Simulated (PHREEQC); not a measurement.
# Nickel, zinc or cadmium bath: an equilibrium model

A solution holds 0.0036 mol/kgw NiSO4, 0.3 mol/kgw H3BO3 and 4.6e-05 mol/kgw MnSO4, at 25 °C. Closed to the air; pH follows from the charge balance.

Computed with PHREEQC (ion-association model, wateq4f.dat).

No solid was allowed to form.

Question: Estimate the pH, ionic strength.

Answer: pH 4.91; ionic strength 0.0118 mol/kgw.

Question: In which forms is Mn present?

Answer: Mn+2 82 %, MnSO4 18 % of the Mn.

Species that the database lacks are ignored.
